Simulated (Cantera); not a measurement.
Input (Python, Cantera) and output of one run.

```python
import numpy as np
import cantera as ct

gas_names = [...]  # 110 gases of nasa_gas.yaml made of C, H, O
cond_names = """
    C(gr) C6H6(L) C7H8(L) C8H18(L),n-octa H2O(s) H2O(L)
""".split()


# ... load() reads the species with a 1 bar reference pressure and builds the phases ...
atoms = {
    'C3H6': {'C': 3, 'H': 6},
    'O2': {'O': 2},
    'H2': {'H': 2},
}
top_T = {'C(gr)': 4500}  # K; cautious upper limits of use, not melting points


# ... equilibrate(T, P, feed) seeds the gas with the atoms and calls Mixture.equilibrate('TP', solver="vcs", rtol=1e-11, max_steps=5000) ...
results = []
feed = {'C3H6': 1, 'O2': 0.018, 'H2': 1}  # mol
P = 1333.22  # Pa
for T in [1373, 1523, 1673, 1823, 1973, 2123, 2273, 2423, 2573, 2723, 2873]:
    mix = equilibrate(T, P, feed)
    results.append((T, P, feed, dict(zip(mix.species_names, mix.species_moles))))

top = {s: max(r[3][s] / sum(r[3][g] for g in gas_names) for r in results) for s in gas_names}
cols = sorted((s for s in top if top[s] > 0.0001), key=lambda s: -top[s])[:6]
seen = [c for c in cond_names if any(r[3].get(c, 0) > 1e-12 for r in results)]
print("log10 of partial pressures in bar; condensed amounts in mol")
print(f"{'T/K':>10s}" + "".join(f"{s[:9]:>10s}" for s in cols + seen))
for T, P, feed, n in results:
    ng = sum(n[g] for g in gas_names)
    print(f"{T:10.4g}" + "".join(f"{np.log10(max(n[s] / ng * P / 1e5, 1e-99)):10.3f}" for s in cols)
          + "".join(f"{n.get(c, 0):10.4g}" for c in seen))
```

Output:

```
log10 of partial pressures in bar; condensed amounts in mol
       T/K        H2         H C2H2,acet        CO        C3       C2H     C(gr)
      1373    -1.879    -6.417    -7.641    -3.925   -20.413   -15.279     2.964
      1523    -1.879    -5.576    -6.807    -3.925   -17.302   -13.167     2.964
      1673    -1.879    -4.883    -6.124    -3.925   -14.758   -11.437     2.963
      1823    -1.881    -4.304    -5.556    -3.926   -12.640    -9.994     2.962
      1973    -1.884    -3.812    -5.078    -3.927   -10.850    -8.774     2.959
      2123    -1.893    -3.392    -4.674    -3.931    -9.320    -7.730     2.951
      2273    -1.912    -3.032    -4.336    -3.940    -7.996    -6.831     2.935
      2423    -1.949    -2.726    -4.060    -3.957    -6.841    -6.054     2.906
      2573    -2.013    -2.471    -3.849    -3.984    -5.825    -5.385      2.86
      2723    -2.119    -2.267    -3.711    -4.024    -4.924    -4.816     2.785
      2873    -2.279    -2.118    -3.653    -4.077    -4.121    -4.339     2.614
```

Method: chemical equilibrium by Gibbs-energy minimisation in Cantera with the NASA 1993 tables (ideal gas, pure condensed phases).
